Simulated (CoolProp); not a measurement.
Chlorine at 280.63 K and 0.288 MPa is compressed adiabatically to 0.521 MPa with isentropic efficiency 0.85. Each further row changes one setting.

Values from CoolProp's reference Helmholtz-energy equation of state, Thol 2021.

```csv
case,work (kJ/kg),final temperature (K),final density (kg/m³)
as stated,23.5,…,…
efficiency 1,…,…,…
efficiency 0.65,30.8,…,…
```

Problem. Complete the blanks.

Solution. 
- as stated, final temperature (K): 332.0
- as stated, final density (kg/m³): 14.1
- efficiency 1, work (kJ/kg): 20.0
- efficiency 1, final temperature (K): 325.3
- efficiency 1, final density (kg/m³): 14.4
- efficiency 0.65, final temperature (K): 345.6
- efficiency 0.65, final density (kg/m³): 13.4
